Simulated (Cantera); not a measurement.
Charge: 1 mol Si, 2.2 mol Cl₂, 1.2 mol H₂, held at 948 K and 0.390 bar.

These are equilibrium values from Cantera (NASA tables, ideal gas, pure condensed phases), not measurements of a reactor. Candidate condensed phases: Si; 19 gas species. The tables' values for SiCl₃ are old estimates; treat these amounts as uncertain. Equilibrium is a limit: real reactors are often held back by kinetics, nucleation or transport.

Base state: H₂ 0.412, SiCl₄ 0.412, HCl 0.171, SiHCl₃ 0.00447, SiCl₃ 9.57e-5 (mole fractions); condensed: gas only.

### Question
What changes in the equilibrium state with this change: Cl₂ from 2.2 to 0.84 mol?

### Answer
```
species      before    after
----------  -------  -------
H₂            0.412    0.711
SiCl₄         0.412    0.208
SiHCl₃      0.00447   0.0683
HCl           0.171  0.00972
SiH₃Cl      1.34e-9  1.89e-5
SiH₂Cl₂     4.90e-6  0.00228
Si(s), mol        0    0.554
```

### Question
What changes in the equilibrium state with this change: temperature from 948 K to 725 K?

### Answer
| species | before | after |
|---|---|---|
| SiCl₄ | 0.412 | 0.416 |
| H₂ | 0.412 | 0.416 |
| HCl | 0.171 | 0.167 |
| SiCl₃ | 9.57e-5 | 1.04e-7 |
| SiHCl₃ | 0.00447 | 0.000320 |
